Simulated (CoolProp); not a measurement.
Saturation properties of hydrogen chloride (Tc = 324.7 K, pc = 8314 kPa, ω = 0.130).

Values from CoolProp's reference Helmholtz-energy equation of state, Thol 2018.

```json
[
 {"T (K)": "227.9", "p (kPa)": "631.9", "liquid density (kg/m³)": "1079", "vapour density (kg/m³)": "13.51", "liquid cp (kJ/(kg K))": "1.726"},
 {"T (K)": "234", "p (kPa)": "789.3", "liquid density (kg/m³)": "1061", "vapour density (kg/m³)": "16.73", "liquid cp (kJ/(kg K))": "1.747"},
 {"T (K)": "240.1", "p (kPa)": "974.5", "liquid density (kg/m³)": "1043", "vapour density (kg/m³)": "20.52", "liquid cp (kJ/(kg K))": "1.772"},
 {"T (K)": "246.2", "p (kPa)": "1190", "liquid density (kg/m³)": "1024", "vapour density (kg/m³)": "24.98", "liquid cp (kJ/(kg K))": "1.802"},
 {"T (K)": "252.3", "p (kPa)": "1440", "liquid density (kg/m³)": "1004", "vapour density (kg/m³)": "30.20", "liquid cp (kJ/(kg K))": "1.838"},
 {"T (K)": "258.4", "p (kPa)": "1726", "liquid density (kg/m³)": "982.9", "vapour density (kg/m³)": "36.30", "liquid cp (kJ/(kg K))": "1.881"},
 {"T (K)": "264.5", "p (kPa)": "2052", "liquid density (kg/m³)": "961.0", "vapour density (kg/m³)": "43.43", "liquid cp (kJ/(kg K))": "1.934"},
 {"T (K)": "270.6", "p (kPa)": "2421", "liquid density (kg/m³)": "937.9", "vapour density (kg/m³)": "51.80", "liquid cp (kJ/(kg K))": "2.000"},
 {"T (K)": "276.7", "p (kPa)": "2838", "liquid density (kg/m³)": "913.3", "vapour density (kg/m³)": "61.64", "liquid cp (kJ/(kg K))": "2.083"},
 {"T (K)": "282.8", "p (kPa)": "3305", "liquid density (kg/m³)": "887.0", "vapour density (kg/m³)": "73.29", "liquid cp (kJ/(kg K))": "2.192"},
 {"T (K)": "288.9", "p (kPa)": "3828", "liquid density (kg/m³)": "858.4", "vapour density (kg/m³)": "87.24", "liquid cp (kJ/(kg K))": "2.337"}
]
```

It boils at 188.2 K under 1 atm.
